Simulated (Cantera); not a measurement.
An adiabatic, constant-pressure homogeneous reactor starts with CH4 : O2 : N2 = 1 : 1.18 : 4.42 (molar parts), equivalence ratio 1.7, at 1248 K and 520000 Pa. Integrator tolerance rtol = 1e-08.

Model: GRI-Mech 3.0 (53 species, 325 reactions), integrated in Cantera.

### Question
What does this change do: initial temperature 1248 to 1325 K?

### Answer
```tsv
quantity	before	after
time of steepest temperature rise	6.96 ms	2.78 ms
temperature at 2.00 s	2508 K	2568 K
equilibrium temperature	2508 K	2568 K
x(CH4) at 2.00 s	7.77e-11 (gas-phase equilibrium 8.76e-11)	6.01e-11 (gas-phase equilibrium 6.78e-11)
x(O2) at 2.00 s	1.50e-5 (gas-phase equilibrium 1.50e-5)	2.68e-5 (gas-phase equilibrium 2.68e-5)
x(NO) at 2.00 s	0.000172 (gas-phase equilibrium 0.000172)	0.000254 (gas-phase equilibrium 0.000254)
x(O) at 2.00 s	2.57e-5 (gas-phase equilibrium 2.57e-5)	4.59e-5 (gas-phase equilibrium 4.59e-5)
x(N2O) at 2.00 s	1.89e-8 (gas-phase equilibrium 1.89e-8)	2.80e-8 (gas-phase equilibrium 2.80e-8)
x(H2) at 2.00 s	0.110 (gas-phase equilibrium 0.110)	0.109 (gas-phase equilibrium 0.109)
x(C2H2) at 2.00 s	<1e-12 (gas-phase equilibrium <1e-12)	<1e-12 (gas-phase equilibrium <1e-12)
```

### Question
What does this change do: 0.44 parts CO2 added?

### Answer
```tsv
quantity	before	after
time of steepest temperature rise	6.96 ms	7.71 ms
temperature at 2.00 s	2508 K	2400 K
equilibrium temperature	2508 K	2400 K
x(CH4) at 2.00 s	7.77e-11 (gas-phase equilibrium 8.76e-11)	4.42e-11 (gas-phase equilibrium 4.96e-11)
x(O2) at 2.00 s	1.50e-5 (gas-phase equilibrium 1.50e-5)	1.34e-5 (gas-phase equilibrium 1.34e-5)
x(NO) at 2.00 s	0.000172 (gas-phase equilibrium 0.000172)	0.000130 (gas-phase equilibrium 0.000130)
x(O) at 2.00 s	2.57e-5 (gas-phase equilibrium 2.57e-5)	1.40e-5 (gas-phase equilibrium 1.40e-5)
x(N2O) at 2.00 s	1.89e-8 (gas-phase equilibrium 1.89e-8)	1.38e-8 (gas-phase equilibrium 1.38e-8)
x(H2) at 2.00 s	0.110 (gas-phase equilibrium 0.110)	0.0764 (gas-phase equilibrium 0.0764)
x(C2H2) at 2.00 s	<1e-12 (gas-phase equilibrium <1e-12)	<1e-12 (gas-phase equilibrium <1e-12)
```
